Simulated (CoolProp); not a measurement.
The numbers come from the reference Helmholtz-energy equation of state, Lemmon 2013 in CoolProp.

Question: For propylene, give the phase and the speed of sound (m/s), viscosity (µPa s) at 304.2 K and 211 kPa; 342.3 K and 261 kPa; 425.1 K and 559 kPa.

Answer: 
- 304.2 K and 211 kPa: gas; speed of sound 257, viscosity 8.74
- 342.3 K and 261 kPa: gas; speed of sound 271, viscosity 9.87
- 425.1 K and 559 kPa: gas; speed of sound 299, viscosity 12.3

Viscosity comes from a separate model (Huber 2003), an estimate that may be off by 10 % or more.
